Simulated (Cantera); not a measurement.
An isothermal, constant-pressure homogeneous reactor starts with NO : N2 = 1 : 1 (molar parts), at 1725 K and 0.0977 atm. Integrator tolerance rtol = 1e-08.

Computed with Cantera and GRI-Mech 3.0 (53 species, 325 reactions).

Question: What does this change do: N2 1 to 0.68 parts?

Answer: 
| quantity | before | after |
|---|---|---|
| x(NO) at 200 s | 0.0874 (gas-phase equilibrium 0.00339) | 0.0881 (gas-phase equilibrium 0.00358) |
| x(O2) at 200 s | 0.206 (gas-phase equilibrium 0.248) | 0.253 (gas-phase equilibrium 0.296) |
| x(N2) at 200 s | 0.706 (gas-phase equilibrium 0.748) | 0.658 (gas-phase equilibrium 0.701) |
| x(O) at 200 s | 8.47e-5 (gas-phase equilibrium 9.25e-5) | 9.39e-5 (gas-phase equilibrium 0.000101) |
| x(NO2) at 200 s | 8.03e-5 (gas-phase equilibrium 3.42e-6) | 8.97e-5 (gas-phase equilibrium 3.94e-6) |
| x(N2O) at 200 s | 2.56e-6 (gas-phase equilibrium 6.05e-8) | 2.55e-6 (gas-phase equilibrium 6.18e-8) |

Question: What does this change do: N2 1 to 0.42 parts?

Answer: 
| quantity | before | after |
|---|---|---|
| x(NO) at 200 s | 0.0874 (gas-phase equilibrium 0.00339) | 0.0883 (gas-phase equilibrium 0.00374) |
| x(O2) at 200 s | 0.206 (gas-phase equilibrium 0.248) | 0.308 (gas-phase equilibrium 0.350) |
| x(N2) at 200 s | 0.706 (gas-phase equilibrium 0.748) | 0.604 (gas-phase equilibrium 0.646) |
| x(O) at 200 s | 8.47e-5 (gas-phase equilibrium 9.25e-5) | 0.000103 (gas-phase equilibrium 0.000110) |
| x(NO2) at 200 s | 8.03e-5 (gas-phase equilibrium 3.42e-6) | 9.91e-5 (gas-phase equilibrium 4.48e-6) |
| x(N2O) at 200 s | 2.56e-6 (gas-phase equilibrium 6.05e-8) | 2.52e-6 (gas-phase equilibrium 6.20e-8) |
